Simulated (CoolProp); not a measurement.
Properties of m-xylene along the isotherm 383 K.

The numbers come from the reference Helmholtz-energy equation of state, Zhou 2012 in CoolProp.

| p (MPa) | phase | isothermal compressibility (1/MPa) | conductivity (mW/(m K)) |
|---|---|---|---|
| 0.736 | liquid | 0.001655 | 108 |
| 1.47 | liquid | 0.001632 | 109 |
| 2.21 | liquid | 0.001609 | 109 |
| 2.95 | liquid | 0.001588 | 109 |
| 3.68 | liquid | 0.001567 | 110 |
| 4.42 | liquid | 0.001547 | 110 |
| 5.15 | liquid | 0.001527 | 110 |
| 5.89 | liquid | 0.001508 | 111 |
| 6.63 | liquid | 0.001490 | 111 |
| 7.36 | liquid | 0.001472 | 112 |
| 8.1 | liquid | 0.001454 | 112 |
| 8.84 | liquid | 0.001437 | 112 |

Thermal conductivity comes from a separate model (Mylona 2014).
